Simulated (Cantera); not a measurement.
Feed: 1 mol Fe(CO)5, 0.064 mol H2, 9.1 mol N2, equilibrated at 725 K and 1500 Torr.

These are equilibrium values from Cantera (NASA tables, ideal gas, pure condensed phases), not measurements of a reactor. Candidate condensed phases: C, C6H6, C7H8, C8H18, Fe, Fe(CO)5, FeO, Fe(OH)2, Fe(OH)3, Fe2O3, Fe3O4, H2O; 140 gas species. The numbers say what is thermodynamically allowed, not how fast it happens.

Base state: N2 0.826, CO2 0.161, CO 0.00745, H2O 0.00427, H2 0.00149, CH4 2.28e-5 (mole fractions); condensed: C(graphite) + Fe3O4(s).

**Question.** What changes in the equilibrium state with this change: temperature from 725 K to 1200 K?

**Answer.** 
```
species            before    after
----------------  -------  -------
N2                  0.826    0.645
CO                0.00745    0.346
CO2                 0.161  0.00451
H2O               0.00427  7.99e-5
CH4               2.28e-5  6.27e-7
H2                0.00149  0.00446
C(graphite), mol     3.15   0.0647
Fe3O4(s), mol       0.333        0
Fe(γ), mol              0     1.00
```
Condensed phases not in the tables: cementite and carbon dissolved in iron.
